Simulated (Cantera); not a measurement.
A perfectly stirred reactor is fed with CH4 : CO : O2 : N2 : CO2 = 1 : 0.16 : 2.08 : 7.82 : 0.56 (molar parts), at 0.260 bar; it is adiabatic with a 325 K inlet, and is followed from long to short residence time, starting on the burning branch (τ in s: 0.087, 0.027, 0.0081, 0.0025, 0.00076, 0.00023, 7.1e-05, 2.2e-05, 6.6e-06).

Detailed kinetics in Cantera: GRI-Mech 3.0 (53 species, 325 reactions).

Question: What does this change do: pressure from 0.260 bar to 5.00 bar?

Answer: 
| quantity | before | after |
|---|---|---|
| blow-out, bracketed by the residence times tried | burning at 0.760 ms, out at 0.230 ms | burning at 71.0 µs, out at 22.0 µs |
| x(CH4) at τ = 87.0 ms | 9.40e-6 | 2.88e-6 |
| x(CO) at τ = 87.0 ms | 0.0218 | 0.00693 |
| x(O2) at τ = 87.0 ms | 0.0125 | 0.00360 |
| x(N2O) at τ = 87.0 ms | 3.83e-8 | 1.84e-7 |
| x(CH3) at τ = 87.0 ms | 3.65e-6 | 1.34e-6 |
| x(CH4) at τ = 0.760 ms | 0.000563 | 9.80e-5 |
| x(CO) at τ = 0.760 ms | 0.0435 | 0.0189 |
| x(O2) at τ = 0.760 ms | 0.0295 | 0.0111 |
| x(N2O) at τ = 0.760 ms | 2.48e-8 | 4.11e-7 |
| x(CH3) at τ = 0.760 ms | 0.000112 | 3.85e-5 |

Question: What does this change do: inlet temperature 325 to 800 K?

Answer: 
| quantity | before | after |
|---|---|---|
| blow-out, bracketed by the residence times tried | burning at 0.760 ms, out at 0.230 ms | burning at 0.230 ms, out at 71.0 µs |
| x(CH4) at τ = 87.0 ms | 9.40e-6 | 4.53e-6 |
| x(CO) at τ = 87.0 ms | 0.0218 | 0.0309 |
| x(O2) at τ = 87.0 ms | 0.0125 | 0.0161 |
| x(N2O) at τ = 87.0 ms | 3.83e-8 | 7.94e-8 |
| x(CH3) at τ = 87.0 ms | 3.65e-6 | 2.32e-6 |
| x(CH4) at τ = 0.760 ms | 0.000563 | 0.000261 |
| x(CO) at τ = 0.760 ms | 0.0435 | 0.0506 |
| x(O2) at τ = 0.760 ms | 0.0295 | 0.0310 |
| x(N2O) at τ = 0.760 ms | 2.48e-8 | 2.95e-8 |
| x(CH3) at τ = 0.760 ms | 0.000112 | 8.24e-5 |
